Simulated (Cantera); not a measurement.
An adiabatic, constant-volume homogeneous reactor starts with CH₄ : H₂ : O₂ : N₂ : CO₂ = 1 : 0.042 : 3.48 : 13.1 : 1.4 (molar parts), at 1500 K and 0.700 bar. Integrator tolerance rtol = 1e-08.

Model: GRI-Mech 3.0 (53 species, 325 reactions), integrated in Cantera.

Question: What does this change do: pressure from 0.700 bar to 19.0 bar?

Answer: 
```json
[
 {"quantity": "time of steepest temperature rise", "before": "1.14 ms", "after": "77.2 µs"},
 {"quantity": "temperature at 7.00 s", "before": "2531 K", "after": "2662 K"},
 {"quantity": "equilibrium temperature", "before": "2531 K", "after": "2662 K"},
 {"quantity": "x(CH₄) at 7.00 s", "before": "<1e-12 (gas-phase equilibrium <1e-12)", "after": "<1e-12 (gas-phase equilibrium <1e-12)"},
 {"quantity": "x(H₂) at 7.00 s", "before": "0.00228 (gas-phase equilibrium 0.00228)", "after": "0.000834 (gas-phase equilibrium 0.000834)"},
 {"quantity": "x(O₂) at 7.00 s", "before": "0.0734 (gas-phase equilibrium 0.0734)", "after": "0.0694 (gas-phase equilibrium 0.0694)"},
 {"quantity": "x(CO) at 7.00 s", "before": "0.0160 (gas-phase equilibrium 0.0160)", "after": "0.00645 (gas-phase equilibrium 0.00645)"},
 {"quantity": "x(NO₂) at 7.00 s", "before": "7.40e-6 (gas-phase equilibrium 7.40e-6)", "after": "4.07e-5 (gas-phase equilibrium 4.07e-5)"}
]
```
The pressure lies above the range GRI-Mech 3.0 was tuned for (to about 10 atm).

Question: What does this change do: pressure from 0.700 bar to 6.70 bar?

Answer: 
```json
[
 {"quantity": "time of steepest temperature rise", "before": "1.14 ms", "after": "0.190 ms"},
 {"quantity": "temperature at 7.00 s", "before": "2531 K", "after": "2628 K"},
 {"quantity": "equilibrium temperature", "before": "2531 K", "after": "2628 K"},
 {"quantity": "x(CH₄) at 7.00 s", "before": "<1e-12 (gas-phase equilibrium <1e-12)", "after": "<1e-12 (gas-phase equilibrium <1e-12)"},
 {"quantity": "x(H₂) at 7.00 s", "before": "0.00228 (gas-phase equilibrium 0.00228)", "after": "0.00119 (gas-phase equilibrium 0.00119)"},
 {"quantity": "x(O₂) at 7.00 s", "before": "0.0734 (gas-phase equilibrium 0.0734)", "after": "0.0704 (gas-phase equilibrium 0.0704)"},
 {"quantity": "x(CO) at 7.00 s", "before": "0.0160 (gas-phase equilibrium 0.0160)", "after": "0.00900 (gas-phase equilibrium 0.00900)"},
 {"quantity": "x(NO₂) at 7.00 s", "before": "7.40e-6 (gas-phase equilibrium 7.40e-6)", "after": "2.39e-5 (gas-phase equilibrium 2.39e-5)"}
]
```
